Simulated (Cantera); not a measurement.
An adiabatic, constant-pressure homogeneous reactor starts with C₃H₈ : O₂ : N₂ : CO₂ = 1 : 6.49 : 63 : 9.4 (molar parts), at 1100 K and 1.68 atm. Integrator tolerance rtol = 1e-08.

Detailed kinetics in Cantera: GRI-Mech 3.0 (53 species, 325 reactions).

Question: What does this change do: pressure from 1.68 atm to 21.7 atm?

Answer: 
```csv
quantity,before,after
time of steepest temperature rise,82.0 ms,10.5 ms
temperature at 0.800 s,1753 K,1754 K
equilibrium temperature,1750 K,1751 K
x(C₃H₈) at 0.800 s,<1e-12 (gas-phase equilibrium <1e-12),<1e-12 (gas-phase equilibrium <1e-12)
x(O₂) at 0.800 s,0.0184 (gas-phase equilibrium 0.0179),0.0184 (gas-phase equilibrium 0.0179)
x(CO₂) at 0.800 s,0.153 (gas-phase equilibrium 0.153),0.153 (gas-phase equilibrium 0.153)
x(NO) at 0.800 s,1.10e-5 (gas-phase equilibrium 0.00102),2.64e-5 (gas-phase equilibrium 0.00102)
x(C₂H₆) at 0.800 s,<1e-12 (gas-phase equilibrium <1e-12),<1e-12 (gas-phase equilibrium <1e-12)
```
The pressure lies above the range GRI-Mech 3.0 was tuned for (to about 10 atm).

Question: What does this change do: pressure from 1.68 atm to 4.93 atm?

Answer: 
```json
[
 {"quantity": "time of steepest temperature rise", "before": "82.0 ms", "after": "39.0 ms"},
 {"quantity": "temperature at 0.800 s", "before": "1753 K", "after": "1753 K"},
 {"quantity": "equilibrium temperature", "before": "1750 K", "after": "1751 K"},
 {"quantity": "x(C₃H₈) at 0.800 s", "before": "<1e-12 (gas-phase equilibrium <1e-12)", "after": "<1e-12 (gas-phase equilibrium <1e-12)"},
 {"quantity": "x(O₂) at 0.800 s", "before": "0.0184 (gas-phase equilibrium 0.0179)", "after": "0.0184 (gas-phase equilibrium 0.0179)"},
 {"quantity": "x(CO₂) at 0.800 s", "before": "0.153 (gas-phase equilibrium 0.153)", "after": "0.153 (gas-phase equilibrium 0.153)"},
 {"quantity": "x(NO) at 0.800 s", "before": "1.10e-5 (gas-phase equilibrium 0.00102)", "after": "1.36e-5 (gas-phase equilibrium 0.00102)"},
 {"quantity": "x(C₂H₆) at 0.800 s", "before": "<1e-12 (gas-phase equilibrium <1e-12)", "after": "<1e-12 (gas-phase equilibrium <1e-12)"}
]
```
